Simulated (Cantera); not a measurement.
A closed system holds: 1 mol Si, 10 mol H2O, 45 mol CO, at 1 atm.

Equilibrium computed with Cantera from the NASA thermochemical tables; the gas is ideal and each condensed phase is pure. Candidate condensed phases: C, C6H6, C7H8, C8H18, H2O, Si, SiC, SiO2; 123 gas species. Equilibrium is a limit: real reactors are often held back by kinetics, nucleation or transport.

Question: At 727 °C, list the 5 most abundant gas species with their mole fractions, and the condensed phases.

Answer: CO 0.599, CO2 0.206, H2 0.156, H2O 0.0373, CH4 0.00235. Condensed: C(graphite) + SiO2(β-quartz).
